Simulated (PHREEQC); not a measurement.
Dissolve 0.019 mol CdSO4, 1.8 mol KCl and 0.00023 mol MnSO4 per kg of water at 25 °C. Closed to the air; pH follows from the charge balance.

The numbers come from PHREEQC with the ion-association model, wateq4f.dat.

```
quantity          before    after
---------------  -------  -------
pH                  6.15     5.89
SO4-2 (mol/kgw)  0.00815   0.0123
HSO4- (mol/kgw)  1.12e-7  5.15e-7
```

Task: Which change was made?
(A) CdSO4 from 0.019 to 0.0285 mol/kgw
(B) KCl from 1.8 to 0.36 mol/kgw
(C) KCl from 1.8 to 1.62 mol/kgw
(D) CdSO4 left out
(E) temperature from 25 to 50 °C

Result: B, KCl from 1.8 to 0.36 mol/kgw

Precipitation was switched off in this run. The ionic strength passes 0.7 mol/kgw, the rough limit of the ion-association models, in before.
